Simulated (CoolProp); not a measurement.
R141b at 367.74 K and 1.3 MPa is throttled through a valve to 0.182 MPa with no heat exchange. Each further row changes one setting.

Computed with CoolProp (reference Helmholtz-energy equation of state, Lemmon 2006). It is a short technical equation, of lower accuracy than the large ones.

```tsv
case	temperature change (K)	final phase	final density (kg/m³)
as stated	-44.7	two-phase, vapour fraction 0.259	31.8
outlet pressure 0.0546 MPa	-79.0	two-phase, vapour fraction 0.414	6.57
outlet pressure 0.237 MPa	-35.9	two-phase, vapour fraction 0.214	48.7
```
